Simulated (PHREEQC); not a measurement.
A column of 0.2 m (30 cells, dispersivity 0.007 m, 300 s a shift, diffusion coefficient 3e-10 m²/s) holds 0.058 eq of the database's cation exchanger X per kg of pore water, first in equilibrium with 9.9 mmol/kgw KBr, 0.98 mmol/kgw Na2SO4 and 0.01 mmol/kgw HCl. It is flushed with 0.59 mmol/kgw CaCl2, 4.3 mmol/kgw NaCl, 64 mmol/kgw MnCl2 and 0.01 mmol/kgw HCl, at 25 °C. Values are for the last cell. No CO2 enters from the air. Nothing may precipitate in this run.

Model: ion-association model, phreeqc.dat, run in PHREEQC.

| pore volumes | Mn in solution (mol/kgw) | Ca in solution (mol/kgw) | Br in solution (mol/kgw) | S in solution (mol/kgw) | Cl in solution (mol/kgw) | NaX on the exchanger (mol/kgw) | KX on the exchanger (mol/kgw) |
|---|---|---|---|---|---|---|---|
| 0 | 0 | 0 | 0.00990 | 0.000980 | 1.00e-5 | 0.00221 | 0.0558 |
| 0.1167 | 0 | 0 | 0.00990 | 0.000980 | 1.00e-5 | 0.00221 | 0.0558 |
| 0.3167 | 0 | 0 | 0.00990 | 0.000980 | 1.02e-5 | 0.00221 | 0.0558 |
| 0.4167 | 0 | 0 | 0.00990 | 0.000980 | 6.38e-5 | 0.00221 | 0.0558 |
| 0.6167 | 1.46e-14 | 0 | 0.00948 | 0.000938 | 0.00569 | 0.00219 | 0.0558 |
| 0.7167 | ___ | 1.98e-14 | 0.00863 | 0.000854 | 0.0171 | 0.00203 | 0.0560 |
| 0.9167 | 0.00128 | 1.91e-7 | 0.00572 | 0.000566 | 0.0564 | 0.00118 | 0.0543 |
| 1.017 | 0.00643 | 3.27e-6 | 0.00418 | 0.000414 | 0.0771 | ___ | 0.0493 |
| 1.117 | 0.0143 | 1.48e-5 | 0.00288 | 0.000285 | 0.0946 | 0.000746 | 0.0439 |
| 1.317 | 0.0306 | 6.75e-5 | 0.00119 | 0.000118 | 0.117 | 0.000610 | 0.0334 |
| 1.417 | 0.0372 | 0.000104 | 0.000723 | 7.16e-5 | 0.124 | 0.000583 | 0.0286 |
| 1.617 | 0.0472 | 0.000186 | 0.000247 | 2.44e-5 | 0.130 | 0.000562 | 0.0200 |
| 1.717 | ___ | 0.000228 | 0.000140 | 1.38e-5 | 0.132 | 0.000560 | 0.0164 |
| 1.917 | 0.0559 | 0.000308 | 4.26e-5 | 4.21e-6 | 0.133 | 0.000562 | 0.0106 |
| 2.017 | 0.0578 | 0.000345 | 2.31e-5 | 2.28e-6 | 0.133 | 0.000564 | 0.00836 |
| 2.117 | 0.0592 | 0.000380 | 1.24e-5 | 1.22e-6 | 0.133 | 0.000567 | 0.00653 |
| 2.317 | 0.0612 | 0.000439 | 3.46e-6 | 3.43e-7 | 0.133 | 0.000571 | ___ |
| 2.417 | 0.0619 | 0.000464 | 1.81e-6 | 1.79e-7 | 0.133 | 0.000572 | 0.00295 |
| 2.617 | 0.0628 | 0.000504 | 4.88e-7 | 4.84e-8 | 0.133 | 0.000574 | 0.00167 |
| 2.717 | 0.0631 | 0.000520 | 2.52e-7 | 2.49e-8 | 0.133 | 0.000575 | 0.00125 |
| 2.917 | 0.0635 | 0.000544 | 6.61e-8 | 6.54e-9 | 0.133 | 0.000576 | 0.000684 |
| 3.017 | 0.0637 | 0.000554 | 3.37e-8 | 3.34e-9 | 0.133 | 0.000576 | 0.000503 |

### Question
Some entries are withheld; supply them.

### Answer

- 0.7167, Mn in solution (mol/kgw): 1.13e-8
- 1.017, NaX on the exchanger (mol/kgw): 0.000900
- 1.717, Mn in solution (mol/kgw): 0.0507
- 2.317, KX on the exchanger (mol/kgw): 0.00388
